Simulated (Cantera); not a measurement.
# Tantalum, niobium, vanadium and zirconium in process gases: Nb + H2O

Charge: 1 mol Nb, 9.7 mol H2O.

Equilibrium computed with Cantera from the NASA thermochemical tables; the gas is ideal and each condensed phase is pure. Candidate condensed phases: H2O, Nb, NbO, NbO2, Nb2O5; 12 gas species. Condensed phases not in the tables: the oxides between NbO2 and Nb2O5. The numbers say what is thermodynamically allowed, not how fast it happens.

Stable condensed phases:

```
T in °C \ P in Pa
            0.10     1.5      22     320    4600   68000 1000000
   2377        A       A       A       A       B       B       B
   2277        A       A       A       A       B       B       B
   2177        A       A       A       A       B       B       B
   2077        A       A       A       B       B       B       B
   1977        A       A       A       B       B       B       B
   1877        A       A       B       B       B       B       B
   1777        A       A       B       B       B       B       B
   1677        A       B       B       B       B       B       B
   1577        A       B       B       B       B       B       B
   1477        B       B       B       B       B       B       B
```

A: gas only; B: Nb2O5.
